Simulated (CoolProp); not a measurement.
Vapour-liquid equilibrium of dimethyl carbonate (1) + n-heptane (2) at 1730 kPa; x and y are mole fractions of (1).

Computed with CoolProp (multi-fluid Helmholtz-energy mixture model, Zhou 2011 and Span 2003; pair parameters Bell 2016).

| x | bubble temperature, mixture model (°C) | bubble temperature, Raoult's law (°C) | y, mixture model | y, Raoult's law |
|---|---|---|---|---|
| 0.05 | [?] | 234.1 | [?] | 0.068 |
| 0.15 | 222.7 | 231.6 | [?] | 0.197 |
| 0.25 | 216.9 | 229.2 | 0.351 | 0.317 |
| 0.35 | 213.0 | 227.0 | 0.446 | 0.428 |
| 0.45 | 210.3 | 224.9 | 0.524 | 0.532 |
| 0.55 | 208.7 | 222.8 | 0.594 | 0.629 |
| 0.65 | [?] | 220.9 | 0.660 | 0.720 |
| 0.75 | 208.2 | 219.0 | 0.731 | 0.806 |
| 0.85 | 209.4 | 217.2 | [?] | 0.887 |
| 0.95 | [?] | 215.5 | 0.926 | 0.963 |

**Question.** Some entries are withheld; supply them.

**Answer.** 
- 0.05, bubble temperature, mixture model (°C): 230.5
- 0.05, y, mixture model: 0.085
- 0.15, y, mixture model: 0.233
- 0.65, bubble temperature, mixture model (°C): 208.0
- 0.85, y, mixture model: 0.814
- 0.95, bubble temperature, mixture model (°C): 212.3

The largest gap from Raoult's law is -14.6 K in bubble temperature, at x = 0.45. y crosses x between x = 0.65 and 0.75: the model has an azeotrope there.

Pair parameters are fitted to limited data, so mixtures are less certain than the pure fluids.
